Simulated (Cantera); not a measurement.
## Thermodynamics of carbothermic reduction, feed Cu2O + CH4 + CO + C

A closed system holds: 1 mol Cu2O, 2.2 mol CH4, 0.054 mol CO, 8 mol C, equilibrated at 0.420 Torr.

Method: chemical equilibrium by Gibbs-energy minimisation in Cantera with the NASA 1993 tables (ideal gas, pure condensed phases). Candidate condensed phases: C, C6H6, C7H8, C8H18, Cu, CuO, Cu(OH)2, Cu2O, H2O; 113 gas species. Kinetics and transport are ignored.

From 800 K to 1250 K the condensed part is C(graphite) + Cu(s). From 1400 K to 1550 K the condensed part is C(graphite) + Cu(l). From 1700 K to 2300 K the condensed part is C(graphite).

```json
[
 {"T (K)": "800", "x H2": "0.807", "x Cu": "1.20e-12", "x H": "1.10e-10", "x CO": "0.188", "x H2O": "0.00199", "x CO2": "0.00196", "x C2H2 (acetylene)": "1.04e-12", "x CH4": "0.000491", "n C(graphite)": "9.22", "n Cu(s)": "2.00", "n Cu(l)": "0"},
 {"T (K)": "950", "x H2": "0.807", "x Cu": "3.37e-9", "x H": "2.11e-8", "x CO": "0.193", "x H2O": "8.15e-5", "x CO2": "3.50e-5", "x C2H2 (acetylene)": "2.21e-10", "x CH4": "6.11e-5", "n C(graphite)": "9.20", "n Cu(s)": "2.00", "n Cu(l)": "0"},
 {"T (K)": "1100", "x H2": "0.807", "x Cu": "1.06e-6", "x H": "9.81e-7", "x CO": "0.193", "x H2O": "7.81e-6", "x CO2": "1.85e-6", "x C2H2 (acetylene)": "1.07e-8", "x CH4": "1.31e-5", "n C(graphite)": "9.20", "n Cu(s)": "2.00", "n Cu(l)": "0"},
 {"T (K)": "1250", "x H2": "0.807", "x Cu": "8.28e-5", "x H": "1.83e-5", "x CO": "0.193", "x H2O": "1.31e-6", "x CO2": "2.01e-7", "x C2H2 (acetylene)": "2.03e-7", "x CH4": "4.01e-6", "n C(graphite)": "9.20", "n Cu(s)": "2.00", "n Cu(l)": "0"},
 {"T (K)": "1400", "x H2": "0.805", "x Cu": "0.00241", "x H": "0.000184", "x CO": "0.193", "x H2O": "3.24e-7", "x CO2": "3.57e-8", "x C2H2 (acetylene)": "2.03e-6", "x CH4": "1.57e-6", "n C(graphite)": "9.20", "n Cu(s)": "0", "n Cu(l)": "1.99"},
 {"T (K)": "1550", "x H2": "0.779", "x Cu": "0.0331", "x H": "0.00117", "x CO": "0.187", "x H2O": "9.87e-8", "x CO2": "8.46e-9", "x C2H2 (acetylene)": "1.25e-5", "x CH4": "6.91e-7", "n C(graphite)": "9.20", "n Cu(s)": "0", "n Cu(l)": "1.81"},
 {"T (K)": "1700", "x H2": "0.587", "x Cu": "0.267", "x H": "0.00477", "x CO": "0.141", "x H2O": "2.24e-8", "x CO2": "1.57e-9", "x C2H2 (acetylene)": "4.31e-5", "x CH4": "2.11e-7", "n C(graphite)": "9.20", "n Cu(s)": "0", "n Cu(l)": "0"},
 {"T (K)": "1850", "x H2": "0.576", "x Cu": "0.266", "x H": "0.0173", "x CO": "0.140", "x H2O": "1.01e-8", "x CO2": "6.14e-10", "x C2H2 (acetylene)": "0.000151", "x CH4": "1.22e-7", "n C(graphite)": "9.20", "n Cu(s)": "0", "n Cu(l)": "0"},
 {"T (K)": "2000", "x H2": "0.549", "x Cu": "0.261", "x H": "0.0509", "x CO": "0.138", "x H2O": "4.97e-9", "x CO2": "2.72e-10", "x C2H2 (acetylene)": "0.000422", "x CH4": "7.17e-8", "n C(graphite)": "9.19", "n Cu(s)": "0", "n Cu(l)": "0"},
 {"T (K)": "2150", "x H2": "0.490", "x Cu": "0.252", "x H": "0.125", "x CO": "0.133", "x H2O": "2.45e-9", "x CO2": "1.30e-10", "x C2H2 (acetylene)": "0.000949", "x CH4": "3.95e-8", "n C(graphite)": "9.18", "n Cu(s)": "0", "n Cu(l)": "0"},
 {"T (K)": "2300", "x H2": "0.386", "x Cu": "0.234", "x H": "0.254", "x CO": "0.123", "x H2O": "1.12e-9", "x CO2": "6.36e-11", "x C2H2 (acetylene)": "0.00167", "x CH4": "1.79e-8", "n C(graphite)": "9.17", "n Cu(s)": "0", "n Cu(l)": "0"}
]
```
x: gas mole fraction; n: condensed amount in mol.
